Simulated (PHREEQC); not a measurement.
**Cooling-tower water: speciation**

Model water analysis in mg/L, 25 °C, pH 6.55, pe 0.9: Na 329; K 56.9; Ca 79.5; Mg 27.8; Cl 369; S(6) as SO4 150; Alkalinity as HCO3 522; Sr 0.212; Li 0.0517.

Cl is adjusted to close the charge balance.
Valence states are taken as typed.

Equilibrium calculation in PHREEQC: ion-association model, wateq4f.dat.

```yaml
ionic_strength: 0.0254 mol/kgw
```

```csv
species,molality,activity,log γ
Na+,0.0142,0.0123,-0.065
Cl-,0.0104,0.00886,-0.068
HCO3-,0.00835,0.00722,-0.063
CO2,0.00455,0.00458,0.003
Ca+2,0.00175,0.000974,-0.253
K+,0.00145,0.00124,-0.068
SO4-2,0.00128,0.000705,-0.259
Mg+2,0.000996,0.000564,-0.247
CaSO4,0.000136,0.000137,0.003
CaHCO3+,0.000103,8.96e-5,-0.062
MgSO4,9.26e-5,9.31e-5,0.003
MgHCO3+,5.56e-5,4.76e-5,-0.067
NaSO4-,5.00e-5,4.33e-5,-0.063
NaHCO3,4.94e-5,4.97e-5,0.003
```

Precipitation was switched off in this run.
